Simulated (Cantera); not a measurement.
Charge: 1 mol C₂F₆, 0.045 mol F₂, 0.61 mol H₂, 0.059 mol HCl, equilibrated at 873.15 K and 1.33 mbar.

Cantera equilibrium calculation (NASA polynomials, part measured and part estimated; ideal gas, pure solids and liquids). Candidate condensed phases: C, C₆H₆, C₇H₈, C₈H₁₈; 118 gas species. The feed counts by its element totals alone. Condensed phases not in the tables: fluorocarbon polymer. Gases not in the tables: C₂F₆ and larger saturated fluorocarbons. Kinetics and transport are ignored.

Base state: HF 0.489, CF₄ 0.487, HCl 0.0232, CClF₃ 0.000217, Cl₂ 9.54e-5, Cl 1.19e-5 (mole fractions); condensed: C(graphite).

Question: What changes in the equilibrium state with this change: H₂ from 0.61 to 0.099 mol?

Answer: 
```tsv
species	before	after
CF₄	0.487	0.847
HF	0.489	0.122
HCl	0.0232	0.0268
Cl₂	9.54e-5	0.00271
CClF₃	0.000217	0.00176
C(graphite), mol	0.783	0.529
```
